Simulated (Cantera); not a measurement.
Stirred combustor or abatement burner

A perfectly stirred reactor is fed with 8.90 % CO, 8.36 % H₂, 15.1 % O₂, 56.9 % N₂, 10.7 % H₂O, at 36000 Pa; it is adiabatic with a 575 K inlet, and is followed from long to short residence time, starting on the burning branch (τ in s: 0.23, 0.088, 0.033, 0.013, 0.0048, 0.0018, 0.00069, 0.00026, 9.9e-05).

Model: GRI-Mech 3.0 (53 species, 325 reactions), integrated in Cantera.

```tsv
τ (s)	T (K)	x CO	x H₂	x O₂	x NO	x H₂O	x O
0.23	1868	0.00107	0.000500	0.0708	5.12e-5	0.206	0.000377
0.088	1854	0.00190	0.000889	0.0711	3.39e-5	0.205	0.000674
0.033	1828	0.00339	0.00161	0.0716	2.17e-5	0.203	0.00124
0.013	1789	0.00566	0.00274	0.0725	1.43e-5	0.200	0.00214
0.0048	1725	0.00922	0.00456	0.0742	1.08e-5	0.196	0.00365
0.0018	1632	0.0143	0.00688	0.0770	9.50e-6	0.191	0.00564
0.00069	1504	0.0227	0.00928	0.0822	7.28e-6	0.184	0.00750
0.00026	1295	0.0462	0.0128	0.0962	2.50e-6	0.178	0.00679
9.9e-5	575	0.0890	0.0836	0.151	<1e-12	0.107	<1e-12
```
x: mole fraction; the columns are a selection and need not sum to one.
